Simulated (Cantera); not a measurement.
Input: 1 mol Si, 0.003 mol H2O, 1.9 mol H2, 4.2 mol CO2, at 52.0 mbar.

These are equilibrium values from Cantera (NASA tables, ideal gas, pure condensed phases), not measurements of a reactor. Candidate condensed phases: C, C6H6, C7H8, C8H18, H2O, Si, SiC, SiO2; 123 gas species. The tables hold silica as quartz up to 1696 K and as liquid above; real silica turns to tridymite and cristobalite and melts near 1996 K. The numbers say what is thermodynamically allowed, not how fast it happens.

x: gas mole fraction; n: condensed amount in mol.

| T (K) | x CO | x CO2 | x H2 | x H2O | x H | n SiO2(β-quartz) | n SiO2(condensed) |
|---|---|---|---|---|---|---|---|
| 925 | 0.407 | 0.282 | 0.232 | 0.0795 | ___ | 1.00 | 0 |
| 1025 | 0.427 | 0.261 | 0.212 | 0.0999 | ___ | 1.00 | 0 |
| 1125 | 0.445 | 0.244 | 0.195 | 0.117 | ___ | 1.00 | 0 |
| 1225 | 0.459 | 0.229 | 0.180 | 0.132 | ___ | 1.00 | 0 |
| 1325 | 0.471 | 0.217 | 0.168 | 0.144 | ___ | 1.00 | 0 |
| 1425 | 0.481 | 0.207 | 0.158 | 0.154 | ___ | 1.00 | 0 |
| 1525 | 0.490 | 0.198 | 0.149 | 0.163 | ___ | 1.00 | 0 |
| 1625 | 0.497 | 0.191 | 0.142 | 0.170 | ___ | 1.000 | 0 |
| 1725 | 0.503 | 0.185 | 0.136 | 0.176 | ___ | 0 | 1.000 |
| 1825 | 0.508 | 0.180 | 0.130 | 0.181 | ___ | 0 | 1.000 |
| 1925 | 0.512 | 0.175 | 0.125 | 0.185 | ___ | 0 | 0.998 |

Question: Some entries are withheld; supply them.

Answer: 
- 925, x H: 5.50e-10
- 1025, x H: 8.79e-9
- 1125, x H: 8.59e-8
- 1225, x H: 5.80e-7
- 1325, x H: 2.94e-6
- 1425, x H: 1.19e-5
- 1525, x H: 4.01e-5
- 1625, x H: 0.000117
- 1725, x H: 0.000300
- 1825, x H: 0.000697
- 1925, x H: 0.00149
